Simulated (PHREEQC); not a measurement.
Solution (25 °C): 0.15 mol/kgw KHSO4 and 0.00023 mol/kgw K2SiO3. Closed to the air; pH follows from the charge balance.

Model: Pitzer model, pitzer.dat, run in PHREEQC.

Each row changes one thing in this solution. No solid was allowed to form.

| case | pH | ionic strength (mol/kgw) | SI of SiO2(a) (SiO2) |
|---|---|---|---|
| as made | 1.34 | 0.288 | -0.97 |
| diluted 100-fold with water | 2.90 | 0.00423 | -2.98 |
| diluted 5-fold with water | 1.85 | 0.0665 | -1.68 |
| temperature from 25 to 55 °C | 1.48 | 0.247 | -1.20 |
| KHSO4 from 0.15 to 0.3 mol/kgw | 1.10 | 0.546 | -0.97 |
| diluted 2-fold with water | 1.56 | 0.152 | -1.28 |
| KHSO4 left out | 10.42 | 0.000460 | -1.68 |
| KHSO4 from 0.15 to 1.5 mol/kgw | 0.43 | 2.35 | -0.93 |
| diluted 10-fold with water | 2.08 | 0.0356 | -1.98 |

Away from 25 °C the constants follow the database's enthalpies or fits; those with neither stay at their 25 °C values.
